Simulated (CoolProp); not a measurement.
A simple Rankine cycle with R21: condensing at 312.15 K, boiler at 2.71 MPa, turbine inlet 413 K, turbine efficiency 0.7, pump efficiency 0.6, no recuperator. Each further row changes one setting.

The numbers come from the reference Helmholtz-energy equation of state, Platzer 1990 in CoolProp. This equation is an older, rougher fit; its heat capacities, sound speeds and derivatives of the liquid may be far off and weren't checked against measurements.

```json
[
 {"case": "as stated", "thermal efficiency (%)": "13.0", "net work (kJ/kg)": "32.7", "heat in (kJ/kg)": "252", "turbine exit temperature (K)": "312.1", "volume ratio over the turbine": "9.72"},
 {"case": "turbine inlet 433 K", "thermal efficiency (%)": "13.4", "net work (kJ/kg)": "36.5", "heat in (kJ/kg)": "273", "turbine exit temperature (K)": "334.4", "volume ratio over the turbine": "9.23"},
 {"case": "condensing temperature 304.15 K", "thermal efficiency (%)": "14.0", "net work (kJ/kg)": "36.4", "heat in (kJ/kg)": "261", "turbine exit temperature (K)": "304.1", "volume ratio over the turbine": "12.3"},
 {"case": "boiler pressure 1.9 MPa", "thermal efficiency (%)": "11.8", "net work (kJ/kg)": "31.6", "heat in (kJ/kg)": "268", "turbine exit temperature (K)": "334.4", "volume ratio over the turbine": "6.34"},
 {"case": "turbine efficiency 0.6", "thermal efficiency (%)": "10.9", "net work (kJ/kg)": "27.6", "heat in (kJ/kg)": "252", "turbine exit temperature (K)": "316.3", "volume ratio over the turbine": "9.99"}
]
```

The expansion ends wet for: as stated; condensing temperature 304.15 K.
